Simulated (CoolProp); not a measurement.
Nitrogen along the isobar 43.7 bar: fugacity coefficient from the reference equation and from simpler models built on Tc = 126.2 K, pc = 33.96 bar, ω = 0.037; each cubic takes its own stable root.

Computed with CoolProp (reference Helmholtz-energy equation of state, Span 2000).

```csv
T (K),phase,reference
69.6,liquid,0.01045
105.2,liquid,0.2400
140.9,supercritical,0.7101
176.5,supercritical,0.8628
212.1,supercritical,0.9314
247.7,supercritical,0.9673
283.4,supercritical,0.9878
319,supercritical,0.9999
354.6,supercritical,1.007
```

### Question
How far does each simpler model (Soave-Redlich-Kwong, Peng-Robinson) lie from the reference over these 9 states: mean and median of the absolute difference, and the worst?

### Answer
- Soave-Redlich-Kwong: mean 0.8 %, median 0.6 %, worst -2.1 % at 69.6 K and 43.7 bar
- Peng-Robinson: mean 1.8 %, median 1.5 %, worst -4.3 % at 140.9 K and 43.7 bar
